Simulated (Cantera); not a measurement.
What does this Cantera script print?

```python
import numpy as np
import cantera as ct

gas_names = """
    CL CL2 H HCL H2 N NH NH2 NH3 N2 N2H2 N2H4 Si SiCL SiCL2 SiCL3 SiCL4 SiH SiHCL3 SiH2 SiH2CL2 SiH3
    SiH3CL SiH4 SiN Si2 Si2N Si3
""".split()
cond_names = """
    NH4CL(a) NH4CL(b) Si(cr) Si(L) Si3N4(a)
""".split()


# ... load() reads the species with a 1 bar reference pressure and builds the phases ...
atoms = {
    'SiH2Cl2': {'Si': 1, 'H': 2, 'CL': 2},
    'NH3': {'N': 1, 'H': 3},
    'N2': {'N': 2},
}
top_T = {'Si3N4(a)': 2400}  # K; cautious upper limits of use, not melting points


# ... equilibrate(T, P, feed) seeds the gas with the atoms and calls Mixture.equilibrate('TP', solver="vcs", rtol=1e-11, max_steps=5000) ...
results = []
feed = {'SiH2Cl2': 1, 'NH3': 0.68, 'N2': 69}  # mol
T = 1698  # K
P = 10000  # Pa
mix = equilibrate(T, P, feed)
results.append((T, P, feed, dict(zip(mix.species_names, mix.species_moles))))
x = sorted(zip(gas.X, gas.species_names), reverse=True)
print(f"T = {T:g} K  P = {P:g} Pa  gas = {mix.phase_moles(0):.4g} mol")
print("   x: " + "  ".join(f"{s} {v:.3e}" for v, s in x if v > 0.0001))
print("   condensed (mol): " + ("  ".join(f"{mix.phase(i).name} {mix.phase_moles(i):.4g}"
      for i in range(1, mix.n_phases) if mix.phase_moles(i) > 1e-12) or "none"))
```

Result:

```
T = 1698 K  P = 10000 Pa  gas = 71.9 mol
   x: N2 9.580e-01  HCL 1.877e-02  H2 1.868e-02  SiCL2 4.248e-03  SiCL3 1.500e-04
   condensed (mol): Si3N4(a) 0.2275
```

Method: chemical equilibrium by Gibbs-energy minimisation in Cantera with the NASA 1993 tables (ideal gas, pure condensed phases). The tables' values for SiCl3 are old estimates; treat these amounts as uncertain.
